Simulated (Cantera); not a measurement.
A Cantera script and what it prints.

```python
import numpy as np
import cantera as ct

gas_names = [...]  # 123 gases of nasa_gas.yaml made of C, H, O, Si
cond_names = """
    C(gr) C6H6(L) C7H8(L) C8H18(L),n-octa H2O(s) H2O(L) Si(cr) Si(L) SiC(b) SiO2(Lqz) SiO2(hqz) SiO2(L)
""".split()


# ... load() reads the species with a 1 bar reference pressure and builds the phases ...
atoms = {
    'TEOS': {'Si': 1, 'C': 8, 'H': 20, 'O': 4},
    'CO2': {'C': 1, 'O': 2},
}
top_T = {'C(gr)': 4500, 'SiC(b)': 3050}  # K; cautious upper limits of use, not melting points


# ... equilibrate(T, P, feed) seeds the gas with the atoms and calls Mixture.equilibrate('TP', solver="vcs", rtol=1e-11, max_steps=5000) ...
results = []
feed = {'TEOS': 1, 'CO2': 0.22}  # mol
P = 10000  # Pa
for T in [1150, 1250, 1350, 1450, 1550, 1650, 1750, 1850, 1950, 2050]:
    mix = equilibrate(T, P, feed)
    results.append((T, P, feed, dict(zip(mix.species_names, mix.species_moles))))

top = {s: max(r[3][s] / sum(r[3][g] for g in gas_names) for r in results) for s in gas_names}
cols = sorted((s for s in top if top[s] > 1e-06), key=lambda s: -top[s])[:6]
seen = [c for c in cond_names if any(r[3].get(c, 0) > 1e-12 for r in results)]
print("log10 of partial pressures in bar; condensed amounts in mol")
print(f"{'T/K':>10s}" + "".join(f"{s[:9]:>10s}" for s in cols + seen))
for T, P, feed, n in results:
    ng = sum(n[g] for g in gas_names)
    print(f"{T:10.4g}" + "".join(f"{np.log10(max(n[s] / ng * P / 1e5, 1e-99)):10.3f}" for s in cols)
          + "".join(f"{n.get(c, 0):10.4g}" for c in seen))
```

It prints:

```
log10 of partial pressures in bar; condensed amounts in mol
       T/K        H2        CO         H       SiO       CH4       H2O     C(gr)    SiC(b) SiO2(hqz)
      1150    -1.096    -1.709    -7.675   -11.507    -3.822    -4.133     5.772         0         1
      1250    -1.095    -1.708    -6.863    -9.025    -4.149    -4.625     5.775         0         1
      1350    -1.095    -1.707    -6.170    -6.917    -4.429    -5.044     5.777         0         1
      1450    -1.095    -1.707    -5.572    -5.106    -4.671    -5.405     5.777         0     0.999
      1550    -1.160    -1.513    -5.082    -4.133    -5.011    -5.590       2.8    0.9894         0
      1650    -1.160    -1.514    -4.622    -3.974    -5.196    -5.865     2.809    0.9847         0
      1750    -1.160    -1.514    -4.213    -3.834    -5.359    -6.108      2.82    0.9788         0
      1850    -1.160    -1.515    -3.849    -3.710    -5.505    -6.325     2.831    0.9718         0
      1950    -1.161    -1.516    -3.521    -3.599    -5.636    -6.520     2.842    0.9634         0
      2050    -1.163    -1.518    -3.226    -3.500    -5.755    -6.697     2.851    0.9532         0
```

Equilibrium computed with Cantera from the NASA thermochemical tables; the gas is ideal and each condensed phase is pure. The feed counts by its element totals alone. The tables hold silica as quartz up to 1696 K and as liquid above; real silica turns to tridymite and cristobalite and melts near 1996 K.
